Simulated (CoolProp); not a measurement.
The fluid at 451.13 K and 0.345 MPa is throttled through a valve to 0.171 MPa with no heat exchange. The same conditions are run with several fluids, on thermodynamics alone (safety and materials aside).

Values from CoolProp's reference Helmholtz-energy equation of state of each fluid (propane: Lemmon 2009; R143a: Lemmon and Jacobsen 2000; methane: Setzmann 1991; hexamethyldisiloxane (MM): Thol 2016; the fluoroketone C6F12O (FK-5-1-12): McLinden 2015).

```
fluid                                temperature change (K)  final density (kg/m³)
-----------------------------------  ----------------------  ---------------------
propane                                                -0.9                   2.03
R143a                                                  -0.9                      ?
methane                                                -0.3                      ?
hexamethyldisiloxane (MM)                              -2.6                   7.88
the fluoroketone C6F12O (FK-5-1-12)                       ?                      ?
```

Task: Some entries are withheld; supply them.

Result: 
- R143a, final density (kg/m³): 3.86
- methane, final density (kg/m³): 0.732
- the fluoroketone C6F12O (FK-5-1-12), temperature change (K): -1.4
- the fluoroketone C6F12O (FK-5-1-12), final density (kg/m³): 14.9
